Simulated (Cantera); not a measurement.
A perfectly stirred reactor is fed with 2.71 % CH2O, 0.349 % O2, 96.9 % N2, at 1950 Torr; it is held at 1000 K, and followed from long to short residence time.

Cantera simulation using GRI-Mech 3.0 (53 species, 325 reactions); the numbers are that mechanism's predictions, not measurements.

x: mole fraction; the columns are a selection and need not sum to one.

```csv
τ (s),x CH2O,x O2,x OH,x N2O,x C2H6
6.8,3.34e-5,0.000111,9.32e-10,1.03e-9,1.54e-11
3.0,0.000124,0.000238,1.52e-9,1.58e-9,2.14e-12
1.3,0.000292,0.000331,3.06e-9,1.50e-9,1.34e-12
0.59,0.000528,0.000391,6.22e-9,1.25e-9,1.74e-12
0.26,(withheld),(withheld),(withheld),9.80e-10,2.84e-12
0.11,0.00152,0.000496,2.59e-8,7.24e-10,4.89e-12
0.051,0.00242,0.000545,4.53e-8,5.36e-10,7.24e-12
0.023,0.00398,0.000608,7.28e-8,3.82e-10,8.81e-12
0.010,(withheld),(withheld),1.02e-7,2.60e-10,7.08e-12
0.0044,0.0122,0.000936,1.08e-7,1.67e-10,2.24e-12
0.0020,0.0203,0.00165,7.04e-8,8.88e-11,<1e-12
```

### Question
What belongs in the gaps?

### Answer

- 0.26, x CH2O: 0.000897
- 0.26, x O2: 0.000444
- 0.26, x OH: 1.28e-8
- 0.010, x CH2O: 0.00689
- 0.010, x O2: 0.000711
